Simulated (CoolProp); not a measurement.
Computed with CoolProp (reference Helmholtz-energy equation of state, Bücker 2006).

Give the vapour pressure (bar), liquid cp (kJ/(kg K)), surface tension (mN/m) of saturated n-butane at 295.9, 310.7, 384.7 K.


```csv
T (K),p (bar),liquid cp (kJ/(kg K)),surface tension (mN/m)
295.9,2.27,2.43,12.2
310.7,3.53,2.52,10.5
384.7,19.0,3.32,2.99
```

Surface tension comes from a separate correlation (Mulero 2012).
